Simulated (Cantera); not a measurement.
A jet of H2 : O2 : N2 = 0.02 : 0.12 : 0.79 (molar parts), equivalence ratio 0.083 at 300 K and 0.0790 bar hits a platinum plate 3.1 cm away at a mass flux of 0.059 kg/m²/s; the plate temperature is set and raised in steps from an oxygen-covered start.

Detailed kinetics in Cantera: Deutschmann's 1995 Pt surface mechanism with GRI-Mech 3.0 gas chemistry. Catalytic surfaces can have several steady states; this one follows from the mechanism file's or the stated starting coverage.

x: mole fraction at the wall; θ: surface coverage.

```
plate T (K)  wall x H2  wall x O2  wall x H2O  wall x OH  θ free Pt   θ O*    θ OH*
-----------  ---------  ---------  ----------  ---------  ---------  -----  -------
700            0.00306      0.109      0.0356      <1e-8     0.0567  0.941  0.00243
750            0.00257      0.109      0.0364      <1e-8     0.0719  0.926  0.00199
800                [?]      0.108      0.0375      <1e-8        [?]  0.894      [?]
850            0.00140      0.108      0.0383    1.38e-8      0.152  0.847  0.00165
900            0.00106      0.107      0.0387    4.40e-8      0.209  0.789  0.00150
950           0.000848      0.107      0.0390    1.20e-7      0.273  0.725  0.00135
1000               [?]      0.107      0.0389        [?]        [?]    [?]      [?]
```

### Question
What belongs in the gaps?

### Answer

- 800, wall x H2: 0.00191
- 800, θ free Pt: 0.104
- 800, θ OH*: 0.00179
- 1000, wall x H2: 0.000709
- 1000, wall x OH: 2.97e-7
- 1000, θ free Pt: 0.340
- 1000, θ O*: 0.659
- 1000, θ OH*: 0.00119
